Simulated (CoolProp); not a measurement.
c-C4F8 (RC318) along the isotherm 500 K: fugacity coefficient from the reference equation and from simpler models built on Tc = 388.4 K, pc = 2.778 MPa, ω = 0.355; each cubic takes its own stable root.

Model: reference Helmholtz-energy equation of state, Platzer 1990, in CoolProp. This equation is an older, rougher fit; its heat capacities, sound speeds and derivatives of the liquid may be far off and weren't checked against measurements.

```csv
p (MPa),phase,reference,Redlich-Kwong,Peng-Robinson
0.0439,gas,0.9980,0.9975,0.9976
0.0663,gas,0.9969,0.9962,0.9963
0.0999,gas,0.9954,0.9943,0.9945
0.151,gas,0.9930,0.9913,0.9917
0.227,gas,0.9895,0.9870,0.9876
0.343,gas,0.9841,0.9804,0.9813
0.518,gas,0.9761,0.9705,0.9719
0.781,gas,0.9642,0.9558,0.9580
1.18,gas,0.9463,0.9338,0.9375
1.78,gas,0.9199,0.9015,0.9077
2.68,gas,0.8817,0.8550,0.8657
4.04,supercritical,0.8274,0.7891,0.8081
6.1,supercritical,?,?,0.7351
9.21,supercritical,0.6720,0.6092,?
13.9,supercritical,0.6046,0.5384,?
```

### Question
Fill in the missing entries.

### Answer

- 6.1, reference: 0.7547
- 6.1, Redlich-Kwong: 0.7022
- 9.21, Peng-Robinson: 0.6561
- 13.9, Peng-Robinson: 0.5907
